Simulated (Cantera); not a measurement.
A freely propagating, adiabatic, planar premixed flame of H2 : O2 : N2 = 1 : 0.455 : 1.27 (molar parts), equivalence ratio 1.1, unburnt at 525 K and 100.0 Torr; mixture-averaged transport, grid criteria slope 0.08 and curve 0.16, no radiation.

Computed with Cantera and the H2/O2 subset of GRI-Mech 3.0, which has no nitrogen chemistry. Burning velocities carry a grid error of a few per cent, more on coarse grids.

Question: Predict: laminar burning velocity; thermal thickness; peak x(OH); peak x(H2O2); peak x(HO2); peak x(O).

Answer: 
- laminar burning velocity = 601 cm/s
- thermal thickness = 5.49 mm
- peak x(OH) = 0.0254
- peak x(H2O2) = 2.58e-6
- peak x(HO2) = 7.82e-5
- peak x(O) = 0.0183
